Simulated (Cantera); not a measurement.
An adiabatic, constant-volume homogeneous reactor starts with C3H8 : O2 : N2 : CO2 = 1 : 2.63 : 9.89 : 1.1 (molar parts), at 1625 K and 0.642 atm. Integrator tolerance rtol = 1e-08.

Model: GRI-Mech 3.0 (53 species, 325 reactions), integrated in Cantera. GRI-Mech 3.0 was tuned for natural gas; its chemistry of propane as a main component is partial and can be far from experiment.

### Question
What does this change do: initial temperature 1625 to 1225 K?

### Answer
```
quantity                                                              before                                      after
---------------------------------  -----------------------------------------  -----------------------------------------
time of steepest temperature rise                                    46.5 µs                                    4.81 ms
temperature at 0.300 s                                                2803 K                                     2586 K
equilibrium temperature                                               2803 K                                     2586 K
x(C3H8) at 0.300 s                     <1e-12 (gas-phase equilibrium <1e-12)      <1e-12 (gas-phase equilibrium <1e-12)
x(O2) at 0.300 s                   0.000935 (gas-phase equilibrium 0.000935)  0.000132 (gas-phase equilibrium 0.000132)
x(CO2) at 0.300 s                      0.0425 (gas-phase equilibrium 0.0425)      0.0468 (gas-phase equilibrium 0.0468)
x(HO2) at 0.300 s                    6.10e-7 (gas-phase equilibrium 6.10e-7)    9.32e-8 (gas-phase equilibrium 9.32e-8)
x(H) at 0.300 s                        0.0196 (gas-phase equilibrium 0.0196)    0.00795 (gas-phase equilibrium 0.00795)
```

### Question
What does this change do: pressure from 0.642 atm to 9.87 atm?

### Answer
```tsv
quantity	before	after
time of steepest temperature rise	46.5 µs	6.73 µs
temperature at 0.300 s	2803 K	2958 K
equilibrium temperature	2803 K	2958 K
x(C3H8) at 0.300 s	<1e-12 (gas-phase equilibrium <1e-12)	<1e-12 (gas-phase equilibrium <1e-12)
x(O2) at 0.300 s	0.000935 (gas-phase equilibrium 0.000935)	0.000202 (gas-phase equilibrium 0.000202)
x(CO2) at 0.300 s	0.0425 (gas-phase equilibrium 0.0425)	0.0432 (gas-phase equilibrium 0.0432)
x(HO2) at 0.300 s	6.10e-7 (gas-phase equilibrium 6.10e-7)	5.42e-7 (gas-phase equilibrium 5.42e-7)
x(H) at 0.300 s	0.0196 (gas-phase equilibrium 0.0196)	0.00823 (gas-phase equilibrium 0.00823)
```

### Question
What does this change do: constant pressure in place of constant volume?

### Answer
```json
[
 {"quantity": "time of steepest temperature rise", "before": "46.5 µs", "after": "55.5 µs"},
 {"quantity": "temperature at 0.300 s", "before": "2803 K", "after": "2589 K"},
 {"quantity": "equilibrium temperature", "before": "2803 K", "after": "2589 K"},
 {"quantity": "x(C3H8) at 0.300 s", "before": "<1e-12 (gas-phase equilibrium <1e-12)", "after": "<1e-12 (gas-phase equilibrium <1e-12)"},
 {"quantity": "x(O2) at 0.300 s", "before": "0.000935 (gas-phase equilibrium 0.000935)", "after": "0.000348 (gas-phase equilibrium 0.000348)"},
 {"quantity": "x(CO2) at 0.300 s", "before": "0.0425 (gas-phase equilibrium 0.0425)", "after": "0.0462 (gas-phase equilibrium 0.0462)"},
 {"quantity": "x(HO2) at 0.300 s", "before": "6.10e-7 (gas-phase equilibrium 6.10e-7)", "after": "1.51e-7 (gas-phase equilibrium 1.51e-7)"},
 {"quantity": "x(H) at 0.300 s", "before": "0.0196 (gas-phase equilibrium 0.0196)", "after": "0.0129 (gas-phase equilibrium 0.0129)"}
]
```
